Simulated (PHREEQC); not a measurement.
A solution holds 0.016 mol/kgw HF, 0.099 mol/kgw (NH4)2SiF6 and 4.4e-05 mol/kgw H3PO4, at 70 °C. Closed to the air; pH follows from the charge balance.

Computed with PHREEQC (ion-association model, phreeqc.dat).

The pH is 2.68 and the ionic strength is 0.299 mol/kgw. The density is 0.987 g/cm³ and the total alkalinity is -412 meq/kg.

```json
[
 {"species": "NH4+", "molality": "0.198", "activity": "0.122", "log γ": "-0.209"},
 {"species": "SiF6-2", "molality": "0.0987", "activity": "0.0228", "log γ": "-0.636"},
 {"species": "HF", "molality": "0.0145", "activity": "0.0155", "log γ": "0.030"},
 {"species": "F-", "molality": "0.00317", "activity": "0.00207", "log γ": "-0.186"},
 {"species": "H+", "molality": "0.00272", "activity": "0.00209", "log γ": "-0.115"},
 {"species": "H4SiO4", "molality": "0.000341", "activity": "0.000366", "log γ": "0.030"},
 {"species": "HF2-", "molality": "0.000197", "activity": "0.000140", "log γ": "-0.147"},
 {"species": "H2PO4-", "molality": "3.33e-5", "activity": "2.34e-5", "log γ": "-0.153"}
]
```

Precipitation was switched off in this run. At this temperature some constants are extrapolated from 25 °C, and those without enthalpy data are left unchanged. SiF6-2 is the database's only silicon fluoride.
